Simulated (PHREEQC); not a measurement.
A solution holds 1.3 mmol/kgw Ba(OH)2, at 22 °C. Closed to the air; pH follows from the charge balance.

Equilibrium calculation in PHREEQC: ion-association model, wateq4f.dat.

Precipitation was switched off in this run.

Question: What pH does the model give?

Answer: pH 11.48.
